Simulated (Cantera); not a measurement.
What does this Cantera script print?

```python
import numpy as np
import cantera as ct

gas_names = """
    C CO CO2 C2 C2O C3 C3O2 C4 C5 O O2 O3 Ti TiO TiO2
""".split()
cond_names = """
    C(gr) Ti(a) Ti(b) Ti(L) TiC(s) TiC(L) TiO(a) TiO(b) TiO(L) TiO2(ru) TiO2(L) Ti2O3(a) Ti2O3(b)
    Ti2O3(L) Ti3O5(a) Ti3O5(b) Ti3O5(L) Ti4O7(s) Ti4O7(L)
""".split()


def load(file, names, dense=False):
    # The tables refer to 1 bar. Condensed volumes are neglected.
    table = {s.name: s for s in ct.Species.list_from_file(file)}
    out = []
    for n in names:
        d = dict(table[n].input_data)
        d["thermo"] = dict(d["thermo"], **{"reference-pressure": 1e5})
        if dense:
            d["equation-of-state"] = {"model": "constant-volume", "density": "1e6 g/cm^3"}
        out.append(ct.Species.from_dict(d))
    return out


gas = ct.Solution(thermo="ideal-gas", species=load("nasa_gas.yaml", gas_names))
cond = {s.name: ct.Solution(thermo="fixed-stoichiometry", species=[s], name=s.name)
        for s in load("nasa_condensed.yaml", cond_names, dense=True)}
atoms = {
    'TiO2': {'Ti': 1, 'O': 2},
    'CO': {'C': 1, 'O': 1},
}
top_T = {'C(gr)': 4500}  # K; cautious upper limits of use, not melting points


def equilibrate(T, P, feed):
    n = {}
    for name, mol in feed.items():
        for a, k in atoms[name].items():
            n[a] = n.get(a, 0.0) + k * mol
    gas.TPX = T, P, n
    mass = sum(n.values()) * gas.mean_molecular_weight
    gas.equilibrate("TP")
    valid = [c for c in cond.values() if c.min_temp <= T <= top_T.get(c.name, c.max_temp)]
    mix = ct.Mixture([(gas, mass / gas.mean_molecular_weight)] + [(c, 0.0) for c in valid])
    mix.T, mix.P = T, P
    mix.equilibrate("TP", solver="vcs", rtol=1e-11, max_steps=5000)
    return mix


results = []
feed = {'TiO2': 1, 'CO': 14}  # mol
T = 1850  # K
P = 133.322  # Pa
mix = equilibrate(T, P, feed)
results.append((T, P, feed, dict(zip(mix.species_names, mix.species_moles))))
print(gas.report(threshold=1e-06))
for i in range(1, mix.n_phases):
    print(f"{mix.phase(i).name:16s} {mix.phase_moles(i):12.5e} mol")
```

It prints:

```
       temperature   1850 K
          pressure   133.32 Pa
           density   0.00024526 kg/m^3
  mean mol. weight   28.296 kg/kmol
   phase of matter   gas

                          1 kg             1 kmol
                     ---------------   ---------------
          enthalpy       -2.2535e+06       -6.3764e+07  J
   internal energy       -2.7971e+06       -7.9146e+07  J
           entropy             11045        3.1252e+05  J/K
    Gibbs function       -2.2686e+07       -6.4192e+08  J
 heat capacity c_p            1287.7             36435  J/K
 heat capacity c_v            993.81             28121  J/K

                      mass frac. Y      mole frac. X     chem. pot. / RT
                     ---------------   ---------------   ---------------
                CO           0.97221           0.98214           -41.264
               CO2           0.02777          0.017855           -67.501
              TiO2        2.0216e-05        7.1626e-06           -75.698
     [  +12 minor]        2.3029e-06        1.7056e-06

C(gr)             0.00000e+00 mol
Ti(b)             0.00000e+00 mol
TiC(s)            0.00000e+00 mol
TiO(b)            0.00000e+00 mol
TiO2(ru)          0.00000e+00 mol
Ti2O3(b)          0.00000e+00 mol
Ti3O5(b)          0.00000e+00 mol
Ti4O7(s)          2.49972e-01 mol
```

These are equilibrium values from Cantera (NASA tables, ideal gas, pure condensed phases), not measurements of a reactor. Condensed phases not in the tables: Magnéli phases beyond Ti4O7.
